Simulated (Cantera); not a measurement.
**SiCl₄ + H₂O + N₂ (silicon oxide and oxynitride deposition)**

Input: 1 mol SiCl₄, 11 mol H₂O, a varied amount of N₂, equilibrated at 1175 K and 1.10 mbar.

Method: chemical equilibrium by Gibbs-energy minimisation in Cantera with the NASA 1993 tables (ideal gas, pure condensed phases). Candidate condensed phases: H₂O, NH₄Cl, Si, SiO₂, Si₂N₂O, Si₃N₄; 47 gas species. The tables hold silica as quartz up to 1696 K and as liquid above; real silica turns to tridymite and cristobalite and melts near 1996 K. The numbers say what is thermodynamically allowed, not how fast it happens.

| n(N₂) (mol) | x N₂ | x H₂O | x HCl | x Cl | x H₂ | x O₂ | x OH | n SiO₂(β-quartz) |
|---|---|---|---|---|---|---|---|---|
| 1.6 | 0.110 | 0.616 | 0.274 | 0.000109 | 6.57e-5 | 4.47e-6 | 1.96e-6 | 1.00 |
| 3.6 | 0.217 | 0.542 | 0.241 | 0.000100 | 6.04e-5 | 4.10e-6 | 1.80e-6 | 1.00 |
| 8 | 0.381 | 0.429 | 0.190 | 8.56e-5 | 5.16e-5 | 3.50e-6 | 1.54e-6 | 1.00 |
| 18 | 0.581 | 0.290 | 0.129 | 6.60e-5 | 3.98e-5 | 2.70e-6 | 1.18e-6 | 1.00 |
| 39 | 0.750 | 0.173 | 0.0769 | 4.67e-5 | 2.82e-5 | 1.91e-6 | 8.39e-7 | 1.00 |
| 87 | 0.870 | 0.0900 | 0.0400 | 3.02e-5 | 1.83e-5 | 1.23e-6 | 5.42e-7 | 1.00 |
| 190 | 0.936 | 0.0443 | 0.0197 | 1.88e-5 | 1.14e-5 | 7.62e-7 | 3.38e-7 | 1.00 |
x: gas mole fraction; n: condensed amount in mol.

From 1.6 mol N₂ to 190 mol N₂ the condensed part is SiO₂(β-quartz).
